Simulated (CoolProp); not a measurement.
Properties of n-perfluoropentane along the isobar 28.7 bar.

The numbers come from the reference Helmholtz-energy equation of state, Gao 2022 in CoolProp.

```
T (K)          phase  cv (kJ/(kg K))  isothermal compressibility (1/MPa)  expansivity (1/kK)
-----  -------------  --------------  ----------------------------------  ------------------
261.1         liquid          0.7711                            0.002086               1.664
282.8         liquid          0.8036                            0.002648               1.803
304.6         liquid          0.8343                            0.003498               2.000
326.3         liquid          0.8632                            0.004848               2.278
348           liquid          0.8910                            0.007178               2.690
369.7         liquid          0.9189                             0.01170               3.349
391.4         liquid          0.9485                             0.02243               4.590
413.1         liquid          0.9835                             0.06046               7.831
434.9  supercritical           1.037                              0.5660               32.67
456.6  supercritical           1.039                              0.7199               16.60
478.3  supercritical           1.037                              0.5349               8.480
500    supercritical           1.044                              0.4674               5.873
```
